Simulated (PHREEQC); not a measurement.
A solution holds 0.53 mmol/kgw Na2HAsO4, at 25 °C. Closed to the air; pH follows from the charge balance.

Model: ion-association model, wateq4f.dat, run in PHREEQC.

| quantity | before | after |
|---|---|---|
| pH | 8.87 | 8.42 |
| H2AsO4- (mol/kgw) | 8.86e-6 | 2.67e-6 |
| AsO4-3 (mol/kgw) | 1.08e-6 | 3.15e-8 |

Q: What was changed between the two runs?
A) Na2HAsO4 from 0.00053 to 0.00106 mol/kgw
B) Na2HAsO4 from 0.00053 to 5.3e-05 mol/kgw
C) 9e-05 mol/kgw NiSO4 added
D) diluted 5-fold with water

A: B, Na2HAsO4 from 0.00053 to 5.3e-05 mol/kgw

This is a speciation only: nothing precipitates in the calculation.
